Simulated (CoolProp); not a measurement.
A single-stage vapour-compression cycle with hydrogen chloride: evaporating at 231.15 K (dew point), condensing at 286.15 K (bubble point), superheat 0 K, subcooling 2 K, compressor efficiency 0.9, no pressure losses. Each further row changes one setting.

Model: reference Helmholtz-energy equation of state, Thol 2018, in CoolProp.

```tsv
case	cooling COP	pressure ratio	discharge temperature (K)	refrigerating effect (kJ/kg)	volumetric capacity (kJ/m³)
as stated	2.72	5.03	375.5	289	4380
evaporating temperature 236.15 K	3.14	(withheld)	363.1	(withheld)	5230
condensing temperature 281.15 K	3.11	4.45	361.8	300	(withheld)
subcooling 7 K	(withheld)	5.03	375.5	300	4550
superheat 10 K	2.65	5.03	393.6	300	4280
compressor efficiency 0.8	2.42	5.03	389.2	289	4380
```

Complete the blanks.


- evaporating temperature 236.15 K, pressure ratio: 4.21
- evaporating temperature 236.15 K, refrigerating effect (kJ/kg): 290
- condensing temperature 281.15 K, volumetric capacity (kJ/m³): 4540
- subcooling 7 K, cooling COP: 2.82
